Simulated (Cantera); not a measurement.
Charge: 1 mol SiO2, 31 mol H2, held at 775 K and 13300 Pa.

Cantera equilibrium calculation (NASA polynomials, part measured and part estimated; ideal gas, pure solids and liquids). Candidate condensed phases: H2O, Si, SiO2; 18 gas species. Equilibrium is a limit: real reactors are often held back by kinetics, nucleation or transport.

Base state: H2 1.00 (mole fractions); condensed: SiO2(α-quartz).

**Question.** What changes in the equilibrium state with this change: SiO2 replaced by V2O5?

**Answer.** 
```tsv
species	before	after
H2	1.00	0.935
H2O	<1e-9	0.0645
SiO2(α-quartz), mol	1.00	0
V2O3(s), mol	0	1.00
```
Condensed phases not in the tables: the oxides between V2O3 and V2O5 other than VO2. Further candidate phases: V, VO, V2O3, V2O4, V2O5.
